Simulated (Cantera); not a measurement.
Feed: 1 mol K₂CO₃, a varied amount of C, 0.034 mol H₂, 0.81 mol H₂O, at 825 K and 1.00 bar.

Equilibrium computed with Cantera from the NASA thermochemical tables; the gas is ideal and each condensed phase is pure. Candidate condensed phases: C, C₆H₆, C₇H₈, C₈H₁₈, H₂O, K, KOH, KO₂, K₂CO₃, K₂O, K₂O₂; 116 gas species. Kinetics and transport are ignored.

Task: At 0.094 mol C, list the 5 most abundant gas species with their mole fractions, and the condensed phases.

Result: H₂O 0.677, H₂ 0.223, CO₂ 0.0906, CO 0.00836, CH₄ 0.00156. Condensed: K₂CO₃(s).
